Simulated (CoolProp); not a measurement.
Vapour-liquid equilibrium of R152A (1) + n-pentane (2) at 70.25 °C; x and y are mole fractions of (1).

Values from CoolProp's multi-fluid Helmholtz-energy mixture model, Outcalt 1996 and Thol 2019; pair parameters Bell 2016.

**Question.** Give the bubble pressure and the first vapour's composition at x = 0.05, 0.65, 0.95. Is there an azeotrope?

**Answer.** x = 0.05: 0.4771 MPa, y = 0.395; x = 0.65: 1.530 MPa, y = 0.855; x = 0.95: 1.846 MPa, y = 0.969. No azeotrope shows between x = 0.05 and 0.95.

Pair parameters are fitted to limited data, so mixtures are less certain than the pure fluids.
